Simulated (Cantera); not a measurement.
An isothermal plug-flow reactor at 673 K and 0.260 bar (inlet), inlet velocity 3.2 m/s, active area per volume 120 1/m; feed H2 : O2 : N2 : H2O = 0.0057 : 0.013 : 0.79 : 0.019 (molar parts), equivalence ratio 0.22.

Model: Deutschmann's 1995 Pt surface mechanism with GRI-Mech 3.0 gas chemistry, integrated in Cantera. Catalytic surfaces can have several steady states; this one follows from the mechanism file's or the stated starting coverage. Mass transfer to the wall is taken as infinitely fast.

Q: Predict: x(H2) at z = 0.0033 m; x(O2) at z = 0.0033 m; x(H2O) at z = 0.0033 m; θ(free Pt) at the exit; θ(O*) at the exit; θ(OH*) at the exit.

A: 
```
Property                 Result
----------------------  -------
x(H2) at z = 0.0033 m   0.00157
x(O2) at z = 0.0033 m    0.0131
x(H2O) at z = 0.0033 m   0.0284
θ(free Pt) at the exit    0.210
θ(O*) at the exit         0.781
θ(OH*) at the exit      0.00834
```
